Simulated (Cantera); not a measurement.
Mixture: H2 : O2 : N2 : H2O = 1 : 1.04 : 4.27 : 0.18 (molar parts), equivalence ratio 0.48, at 6150 Torr, adiabatic and at constant volume. Ignition delay is the time to a rise of 400 K.

Detailed kinetics in Cantera: the H2/O2 subset of GRI-Mech 3.0, which has no nitrogen chemistry. The hydrogen kinetics of GRI-Mech 3.0 are dated; newer H2 mechanisms differ, most at raised pressure. Where the delays flatten at high temperature, the 400 K rule measures the pace of heat release, not the induction time.

**Question.** Predict: delay at 1175 K; delay at 1275 K; delay at 1375 K; delay at 1475 K; apparent activation energy between 1425 and 1525 K.

**Answer.** 
* **delay at 1175 K**: 0.238 ms
* **delay at 1275 K**: 10.8 µs
* **delay at 1375 K**: 3.98 µs
* **delay at 1475 K**: 2.38 µs
* **apparent activation energy between 1425 and 1525 K**: 75 kJ/mol
